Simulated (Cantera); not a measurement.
A closed system holds: 1 mol Hg, 3 mol N2, held at 1225 K and 0.450 bar.

Equilibrium computed with Cantera from the NASA thermochemical tables; the gas is ideal and each condensed phase is pure. Candidate condensed phases: Hg; 3 gas species. Kinetics and transport are ignored.

Base state: N2 0.750, Hg 0.250 (mole fractions); condensed: gas only.

Q: What changes in the equilibrium state with this change: Hg replaced by Fe(CO)5?

A: 
```
species           before    after
----------------  ------  -------
CO                     0    0.622
N2                 0.750    0.376
CO2                    0  0.00233
Hg                 0.250        0
C(graphite), mol       0   0.0186
Fe(γ), mol             0     1.00
```
Condensed phases not in the tables: cementite and carbon dissolved in iron. Further candidate phases: C, Fe, Fe(CO)5, FeO, Fe2O3, Fe3O4.
